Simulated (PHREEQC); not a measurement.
Dissolve 1.7 mol/kgw LiCl, 0.046 mol/kgw BaCl2 and 4.3 mol/kgw MgCl2 at 25 °C. Closed to the air; pH follows from the charge balance.

The numbers come from PHREEQC with the Pitzer model, pitzer.dat.

Task: The ionic strength comes out as 14.7 mol/kgw. What activity coefficients do Cl-, Mg+2, H+, MgOH+, Li+ get?

Result: Cl- 0.89, Mg+2 6400, H+ 260, MgOH+ 4.6, Li+ 140. Single-ion values are on the MacInnes scale.

Precipitation was switched off in this run.
